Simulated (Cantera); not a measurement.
## Premixed flame

A freely propagating, adiabatic, planar premixed flame of 7.63 % CH₄, 0.740 % C₂H₆, 24.1 % O₂, 67.5 % N₂, equivalence ratio 0.74, unburnt at 300 K and 140000 Pa; mixture-averaged transport, grid criteria slope 0.08 and curve 0.16, no radiation.

Detailed kinetics in Cantera: GRI-Mech 3.0 (53 species, 325 reactions). Burning velocities carry a grid error of a few per cent, more on coarse grids.

```
z (mm)   T (K)  u (m/s)     x CH₄    x C₂H₆    x O₂     x H₂O    x CH₂     x NO
-------  -----  -------  --------  --------  ------  --------  -------  -------
-0.849     300    0.411    0.0763   0.00740   0.241   1.13e-5    <1e-8    <1e-8
-0.566     301    0.413    0.0761   0.00739   0.241  0.000158    <1e-8    <1e-8
-0.425     307    0.421    0.0758   0.00738   0.240  0.000921    <1e-8    <1e-8
-0.283     367    0.505    0.0726   0.00725   0.236   0.00834    <1e-8  2.48e-8
-0.142     814     1.14    0.0513   0.00529   0.199    0.0563  3.77e-8  7.51e-7
-0.0708   1256     1.77    0.0288   0.00239   0.156    0.0999  2.68e-6  2.05e-6
0         1663     2.35   0.00698  0.000155   0.109     0.140  2.56e-5  3.95e-6
0.0708    1833     2.59  0.000473   4.03e-7  0.0827     0.155  6.26e-6  6.29e-6
0.142     1897     2.67   1.67e-5     <1e-8  0.0741     0.158  3.00e-7  8.32e-6
0.283     1977     2.76   2.71e-8     <1e-8  0.0686     0.160    <1e-8  1.17e-5
0.566     2062     2.86     <1e-8     <1e-8  0.0654     0.164    <1e-8  1.72e-5
1.13      2131     2.95     <1e-8     <1e-8  0.0635     0.168    <1e-8  2.55e-5
2.26      2169     2.99     <1e-8     <1e-8  0.0626     0.171    <1e-8  3.63e-5
```
x: mole fraction of selected species; z is measured from the peak of heat release.

```json
{
  "laminar_burning_velocity": "41.1 cm/s",
  "thermal_thickness": "0.283 mm",
  "peak x(CH₂)": "2.59e-5",
  "grid_points": "147"
}
```
